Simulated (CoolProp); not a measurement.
Vapour-liquid equilibrium of CHF3 (R23) (1) + propane (2) at 1070 kPa; x and y are mole fractions of (1).

Computed with CoolProp (multi-fluid Helmholtz-energy mixture model, Penoncello 2003 and Lemmon 2009; pair parameters Bell 2016).

Task: Give the bubble temperature and the first vapour's composition at x = 0.15, 0.45, 0.75. Is there an azeotrope?

Result: x = 0.15: 263.2 K, y = 0.666; x = 0.45: 248.3 K, y = 0.821; x = 0.75: 245.8 K, y = 0.861. y crosses x between x = 0.85 and 0.95: the model has an azeotrope there.

The pair parameters rest on a limited set of measurements; away from them the model extrapolates. With so large a gap from Raoult's law the liquid may split in two, which this calculation doesn't test in full.
